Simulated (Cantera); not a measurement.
An isothermal, constant-pressure homogeneous reactor starts with H2 : O2 : N2 = 1.6 : 1 : 0.64 (molar parts), equivalence ratio 0.80, at 1098 K and 0.133 bar.

Computed with Cantera and GRI-Mech 3.0 (53 species, 325 reactions). The temperature is held fixed by assumption; the heat of reaction is taken as removed at once.

One state of this run: x H2 = 8.18e-9; x O2 = 0.0820; x H = 6.50e-12; x O = 2.02e-9; x HO2 = 2.92e-9. x: mole fraction; the columns are a selection and need not sum to one.

Problem. Which value of t (s) does it belong to?
A. 0.000500
B. 0.00500
C. 0.500
D. 15.8

Solution. D, 15.8
